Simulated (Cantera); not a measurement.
An isothermal, constant-pressure homogeneous reactor starts with H2 : O2 = 0.2 : 1 (molar parts), at 1273 K and 20.0 Torr.

Detailed kinetics in Cantera: GRI-Mech 3.0 (53 species, 325 reactions). Radical loss at walls, strong at low pressure, is not modelled. The temperature is held fixed by assumption; the heat of reaction is taken as removed at once.

One state of this run: x H2 = 4.21e-5; x O2 = 0.817; x H2O2 = 1.16e-7; x O = 0.000367; x H = 1.69e-5; x H2O = 0.181. x: mole fraction; the columns are a selection and need not sum to one.

Problem. Which value of t (s) does it belong to?
A. 0.00503
B. 100
C. 0.0597
D. 0.000123

Solution. C, 0.0597
